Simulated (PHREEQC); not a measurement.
PHREEQC input (ion-association model, phreeqc.dat):

```
SOLUTION_SPECIES
  CO3-2 + 10 H+ + 8 e- = CH4 + 3 H2O  # shut off: no methane
    -log_k -100
    -delta_h 0
    -analytic -100
SOLUTION 1
  temp 25
  units mol/kgw
  pH 7 charge
  Cl 0.082
  Na 0.152
  C(4) 0.035
END
SELECTED_OUTPUT 1
  -reset false
  -pH true
  -pe true
  -ionic_strength true
  -water true
  -totals C Cl Na C(-4) C(4)
  -molalities H+ Na+ Cl- CO3-2 OH- HCO3- CO2 (CO2)2 NaOH NaCO3-
    NaHCO3
  -saturation_indices Halite
USER_PUNCH 1
  -headings p_CO2(g) phi_CO2(g) p_H2O(g) phi_H2O(g) density
  10 PUNCH PR_P("CO2(g)"), PR_PHI("CO2(g)"), PR_P("H2O(g)"), PR_PHI("H2O(g)"), RHO
PRINT
  -reset false
USE solution 1
REACTION_TEMPERATURE 1
  10
GAS_PHASE 1
  -fixed_pressure
  -pressure 5
  -temperature 10
  -volume 20
  CO2(g) 5
  H2O(g) 0
END
# ... the last block is repeated for the other 8 points of T (°C)
```

Selected output (columns that matter, 9 of 9 rows; T (°C) added in front):

```
T (°C)	pH	mu	C	Cl	Na	m_H+	m_Na+	m_Cl-	si_Halite	p_CO2(g)	phi_CO2(g)	p_H2O(g)	phi_H2O(g)	density
10	5.7626	0.14864	0.32079	0.082065	0.15212	2.1252e-06	0.14864	0.082065	-3.7157	4.9871	0.96792	0.0129	0.94651	1.0103
20	5.8177	0.14888	0.25295	0.082079	0.15215	1.8775e-06	0.14888	0.082079	-3.7273	4.9757	0.97107	0.024318	0.95098	1.0078
30	5.8811	0.14911	0.20951	0.082101	0.15219	1.6274e-06	0.14911	0.082101	-3.7387	4.9562	0.97387	0.043779	0.95488	1.0046
40	5.9515	0.14935	0.18036	0.082137	0.15225	1.3889e-06	0.14934	0.082137	-3.75	4.9244	0.97635	0.075614	0.95825	1.0007
50	6.0278	0.1496	0.15994	0.082192	0.15236	1.1693e-06	0.14958	0.082192	-3.7611	4.8742	0.97858	0.12579	0.96111	0.99627
60	6.1099	0.14987	0.14505	0.082276	0.15251	9.72e-07	0.14985	0.082276	-3.772	4.7977	0.98058	0.20228	0.96348	0.99123
70	6.1978	0.15018	0.13371	0.082401	0.15274	7.9738e-07	0.15016	0.082401	-3.7826	4.6847	0.9824	0.31534	0.96536	0.98567
80	6.2924	0.15056	0.12469	0.082587	0.15309	6.4445e-07	0.15053	0.082587	-3.7928	4.5221	0.98409	0.47788	0.96676	0.97961
90	6.395	0.15103	0.1171	0.082865	0.1536	5.1143e-07	0.151	0.082865	-3.8025	4.2943	0.98572	0.70568	0.9677	0.97308
```

Away from 25 °C the constants follow the database's enthalpies or fits; those with neither stay at their 25 °C values.
